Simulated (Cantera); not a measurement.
**Thermodynamics of carbon deposition, reforming and gasification, feed CH3OH + CO2 + H2**

Input: 1 mol CH3OH, 4.1 mol CO2, 31 mol H2, equilibrated at 1130 Torr.

Method: chemical equilibrium by Gibbs-energy minimisation in Cantera with the NASA 1993 tables (ideal gas, pure condensed phases). Candidate condensed phases: C, C6H6, C7H8, C8H18, H2O; 110 gas species. Kinetics and transport are ignored.

| T (K) | x H2 | x H2O | x CO | x CH4 | x CO2 |
|---|---|---|---|---|---|
| 873 | 0.614 | 0.222 | 0.0255 | 0.114 | 0.0246 |
| 1023 | 0.751 | 0.110 | 0.101 | 0.0180 | 0.0194 |
| 1173 | 0.769 | 0.0967 | 0.121 | 0.000886 | 0.0120 |
| 1323 | 0.767 | 0.0990 | 0.125 | 6.40e-5 | 0.00870 |
| 1473 | 0.765 | 0.101 | 0.127 | 7.81e-6 | 0.00677 |
| 1623 | 0.764 | 0.102 | 0.128 | 1.42e-6 | 0.00553 |
| 1773 | 0.763 | 0.103 | 0.129 | 3.45e-7 | 0.00469 |
| 1923 | 0.762 | 0.103 | 0.130 | 1.06e-7 | 0.00410 |
| 2073 | 0.761 | 0.104 | 0.130 | 3.87e-8 | 0.00366 |
| 2223 | 0.758 | 0.104 | 0.130 | 1.63e-8 | 0.00333 |
x: gas mole fraction; nothing condenses.

From 873 K to 2223 K nothing is condensed. The main C-bearing gas is CH4 at 873 K and CO at 2223 K.
